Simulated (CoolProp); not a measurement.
Ethylene at several states: Z from the reference equation and from simpler models built on Tc = 282.4 K, pc = 50.42 bar, ω = 0.087; each cubic takes its own stable root.

The numbers come from the reference Helmholtz-energy equation of state, Smukala 2000 in CoolProp.

| T (K) | p (bar) | phase | reference | van der Waals | Soave-Redlich-Kwong |
|---|---|---|---|---|---|
| 123.6 | 1.72 | liquid | ? | ? | 0.007766 |
| 165.8 | 202 | liquid | ? | ? | 0.7174 |
| 427 | 67.5 | supercritical | ? | ? | ? |
| 261.2 | 1.75 | gas | 0.9850 | 0.9874 | 0.9849 |
| 288.8 | 215 | supercritical | 0.5936 | 0.7849 | ? |

Problem. Fill in the missing entries.

Solution. 
- 123.6, reference: 0.007457
- 123.6, van der Waals: 0.01150
- 165.8, reference: 0.6967
- 165.8, van der Waals: 1.031
- 427, reference: 0.8925
- 427, van der Waals: 0.8606
- 427, Soave-Redlich-Kwong: 0.9046
- 288.8, Soave-Redlich-Kwong: 0.6255
